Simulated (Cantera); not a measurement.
# Silicon nitride deposition: trisilylamine + N2 + H2

A closed system holds: 1 mol trisilylamine, 1.1 mol N2, 17 mol H2, equilibrated at 1125 K and 0.133 bar.

These are equilibrium values from Cantera (NASA tables, ideal gas, pure condensed phases), not measurements of a reactor. Candidate condensed phases: Si, Si3N4; 18 gas species. The feed counts by its element totals alone. Mutual solubility and eutectic melting of coexisting phases are not modelled. The numbers say what is thermodynamically allowed, not how fast it happens.

* **x(H2)**: 1.00
* **n(Si(s))**: 0.600 mol
* **n(Si3N4(s))**: 0.800 mol
* **gas amount**: 21.50 mol
